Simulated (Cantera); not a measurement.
**Adiabatic ignition**

An adiabatic, constant-pressure homogeneous reactor starts with CH4 : C2H6 : C3H8 : O2 : N2 = 1 : 0.049 : 0.15 : 6.22 : 27.4 (molar parts), at 1475 K and 9.87 atm.

Computed with Cantera and GRI-Mech 3.0 (53 species, 325 reactions). GRI-Mech 3.0 was tuned for natural gas; its chemistry of propane as a main component is partial and can be far from experiment.

```tsv
t (s)	T (K)	x CH4	x C2H6	x C3H8	x CO	x NO	x C2H4
3.00e-6	1475	0.0287	0.00140	0.00424	3.28e-7	<1e-12	6.62e-5
7.76e-6	1475	0.0285	0.00140	0.00407	9.78e-6	<1e-12	0.000275
2.01e-5	1480	0.0276	0.00152	0.00338	0.000210	9.00e-12	0.00117
5.20e-5	2021	1.93e-5	2.71e-10	<1e-12	0.0332	1.57e-6	3.63e-7
0.000135	2336	<1e-12	<1e-12	<1e-12	0.000669	7.52e-5	<1e-12
0.000348	2336	<1e-12	<1e-12	<1e-12	0.000658	0.000186	<1e-12
0.000901	2336	<1e-12	<1e-12	<1e-12	0.000656	0.000470	<1e-12
0.00233	2334	<1e-12	<1e-12	<1e-12	0.000652	0.00118	<1e-12
0.00603	2331	<1e-12	<1e-12	<1e-12	0.000641	0.00281	<1e-12
0.0156	2324	<1e-12	<1e-12	<1e-12	0.000622	0.00590	<1e-12
0.0404	2317	<1e-12	<1e-12	<1e-12	0.000601	0.00928	<1e-12
0.105	2315	<1e-12	<1e-12	<1e-12	0.000594	0.0104	<1e-12
0.271	2314	<1e-12	<1e-12	<1e-12	0.000594	0.0104	<1e-12
0.700	2314	<1e-12	<1e-12	<1e-12	0.000594	0.0104	<1e-12
```
x: mole fraction; the columns are a selection and need not sum to one.

- time of steepest temperature rise: 51.1 µs
- temperature at 0.700 s: 2314 K
- equilibrium temperature: 2314 K
- x(CH4) at 0.700 s: <1e-12 (gas-phase equilibrium <1e-12)
- x(C2H6) at 0.700 s: <1e-12 (gas-phase equilibrium <1e-12)
- x(C3H8) at 0.700 s: <1e-12 (gas-phase equilibrium <1e-12)
